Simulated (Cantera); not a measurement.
An isothermal, constant-pressure homogeneous reactor starts with 10.2 % H2, 15.2 % O2, 74.6 % N2, equivalence ratio 0.34, at 873 K and 100.0 Torr.

Model: the H2/O2 subset of GRI-Mech 3.0, which has no nitrogen chemistry, integrated in Cantera. Radical loss at walls, strong at low pressure, is not modelled. Below about 950 K walls govern HO2 and H2O2 in real vessels. The temperature is held fixed by assumption; the heat of reaction is taken as removed at once.

One state of this run: x H2 = 9.46e-5; x O2 = 0.107; x H = 2.24e-9; x HO2 = 1.18e-6; x O = 3.30e-8. x: mole fraction; the columns are a selection and need not sum to one.

Task: Which value of t (s) does it belong to?
A. 10.0
B. 0.0447
C. 0.00299
D. 0.000773

Result: A, 10.0
